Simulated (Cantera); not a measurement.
A closed system holds: 1 mol B₂O₃, 0.33 mol NH₃, at 105 Torr.

Equilibrium computed with Cantera from the NASA thermochemical tables; the gas is ideal and each condensed phase is pure. Candidate condensed phases: B, BN, B₂O₃, B₃O₃H₃, H₂O; 39 gas species. Mutual solubility and eutectic melting of coexisting phases are not modelled. Gases not in the tables: H₃BO₃. Rates play no part.

At 1123 K, list the 5 most abundant gas species with their mole fractions, and the condensed phases.

H₂ 0.748, N₂ 0.249, H₂O 0.00226, HBO₂ 3.25e-5, NH₃ 1.27e-5. Condensed: BN(s) + B₂O₃(l).
